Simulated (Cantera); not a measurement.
Charge: 1 mol C2F6, 0.092 mol HCl, held at 600 K and 0.0133 bar.

Cantera equilibrium calculation (NASA polynomials, part measured and part estimated; ideal gas, pure solids and liquids). Candidate condensed phases: C, C6H6, C7H8, C8H18; 118 gas species. The feed counts by its element totals alone. Condensed phases not in the tables: fluorocarbon polymer. Gases not in the tables: C2F6 and larger saturated fluorocarbons. Rates play no part.

Base state: CF4 0.937, HCl 0.0512, HF 0.00654, CClF3 0.00370, Cl2 0.00137, CCl2F2 4.41e-5 (mole fractions); condensed: C(graphite).

### Question
What changes in the equilibrium state with this change: temperature from 600 K to 2048 K?

### Answer
```csv
species,before,after
CF4,0.937,0.727
CF2,<1e-9,0.121
HF,0.00654,0.0501
HCl,0.0512,4.03e-5
F,<1e-9,0.0416
Cl,6.27e-9,0.0498
CF3,<1e-9,0.00924
CF,<1e-9,0.000243
ClF,<1e-9,6.40e-5
CCl2F2,4.41e-5,4.47e-8
Cl2,0.00137,4.24e-5
"C(graphite), mol",0.501,0.426
```
